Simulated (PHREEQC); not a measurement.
Make-up at 20 °C: 100 mmol/kgw FeCl3, 67 mmol/kgw MgSO4, 22 mmol/kgw NaHCO3 and 4.4 mmol/kgw Na2SO4. Closed to the air; pH follows from the charge balance.

Model: ion-association model, phreeqc.dat, run in PHREEQC.

Problem. The ionic strength comes out as 0.495 mol/kgw. What activity coefficients do FeOH+2, FeCl+2, H+, Fe2(OH)2+4, HSO4- get?

Solution. FeOH+2 0.22, FeCl+2 0.22, H+ 0.77, Fe2(OH)2+4 0.0072, HSO4- 0.73.

This is a speciation only: nothing precipitates in the calculation. Examples of supersaturated solids here: Hematite (slow to form), Goethite (slow to form). Others may be too. Complexes and solids missing from the database can't appear.
